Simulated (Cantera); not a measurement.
Input: 1 mol SiC, 0.34 mol CO₂, 2.7 mol H₂, at 10.0 mbar.

These are equilibrium values from Cantera (NASA tables, ideal gas, pure condensed phases), not measurements of a reactor. Candidate condensed phases: C, C₆H₆, C₇H₈, C₈H₁₈, H₂O, Si, SiC, SiO₂; 123 gas species. Mutual solubility and eutectic melting of coexisting phases are not modelled. The tables hold silica as quartz up to 1696 K and as liquid above; real silica turns to tridymite and cristobalite and melts near 1996 K. Kinetics and transport are ignored.

x: gas mole fraction; n: condensed amount in mol.

```json
[
 {"T (°C)": "1050", "x H₂": "0.909", "x CO": "0.0904", "x SiO": "7.63e-5", "x H": "…", "n C(graphite)": "0.277", "n SiC(s)": "0.794", "n SiO₂(β-quartz)": "0.206"},
 {"T (°C)": "1075", "x H₂": "0.856", "x CO": "0.144", "x SiO": "0.000147", "x H": "…", "n C(graphite)": "0", "n SiC(s)": "0.886", "n SiO₂(β-quartz)": "0.113"},
 {"T (°C)": "1100", "x H₂": "0.856", "x CO": "0.144", "x SiO": "0.000320", "x H": "…", "n C(graphite)": "0", "n SiC(s)": "0.886", "n SiO₂(β-quartz)": "0.113"},
 {"T (°C)": "1125", "x H₂": "0.855", "x CO": "0.144", "x SiO": "0.000677", "x H": "…", "n C(graphite)": "0", "n SiC(s)": "0.886", "n SiO₂(β-quartz)": "0.112"},
 {"T (°C)": "1150", "x H₂": "0.855", "x CO": "0.144", "x SiO": "0.00139", "x H": "…", "n C(graphite)": "0", "n SiC(s)": "0.885", "n SiO₂(β-quartz)": "0.110"},
 {"T (°C)": "1175", "x H₂": "0.853", "x CO": "0.144", "x SiO": "0.00280", "x H": "…", "n C(graphite)": "0", "n SiC(s)": "0.884", "n SiO₂(β-quartz)": "0.107"},
 {"T (°C)": "1200", "x H₂": "0.850", "x CO": "0.145", "x SiO": "0.00548", "x H": "…", "n C(graphite)": "0", "n SiC(s)": "0.881", "n SiO₂(β-quartz)": "0.102"},
 {"T (°C)": "1225", "x H₂": "0.844", "x CO": "0.145", "x SiO": "0.0105", "x H": "…", "n C(graphite)": "0", "n SiC(s)": "0.875", "n SiO₂(β-quartz)": "0.0910"},
 {"T (°C)": "1250", "x H₂": "0.834", "x CO": "0.147", "x SiO": "0.0196", "x H": "…", "n C(graphite)": "0", "n SiC(s)": "0.866", "n SiO₂(β-quartz)": "0.0710"},
 {"T (°C)": "1275", "x H₂": "0.815", "x CO": "0.149", "x SiO": "0.0358", "x H": "…", "n C(graphite)": "0", "n SiC(s)": "0.847", "n SiO₂(β-quartz)": "0.0343"},
 {"T (°C)": "1300", "x H₂": "0.798", "x CO": "0.151", "x SiO": "0.0503", "x H": "…", "n C(graphite)": "0", "n SiC(s)": "0.830", "n SiO₂(β-quartz)": "0"},
 {"T (°C)": "1325", "x H₂": "0.798", "x CO": "0.151", "x SiO": "0.0503", "x H": "…", "n C(graphite)": "0", "n SiC(s)": "0.830", "n SiO₂(β-quartz)": "0"},
 {"T (°C)": "1350", "x H₂": "0.798", "x CO": "0.151", "x SiO": "0.0503", "x H": "…", "n C(graphite)": "0", "n SiC(s)": "0.830", "n SiO₂(β-quartz)": "0"},
 {"T (°C)": "1375", "x H₂": "0.798", "x CO": "0.151", "x SiO": "0.0503", "x H": "…", "n C(graphite)": "0", "n SiC(s)": "0.830", "n SiO₂(β-quartz)": "0"}
]
```

### Question
Complete the blanks.

### Answer

- 1050, x H: 1.51e-5
- 1075, x H: 2.14e-5
- 1100, x H: 3.08e-5
- 1125, x H: 4.38e-5
- 1150, x H: 6.14e-5
- 1175, x H: 8.51e-5
- 1200, x H: 0.000117
- 1225, x H: 0.000158
- 1250, x H: 0.000211
- 1275, x H: 0.000278
- 1300, x H: 0.000363
- 1325, x H: 0.000476
- 1350, x H: 0.000618
- 1375, x H: 0.000796
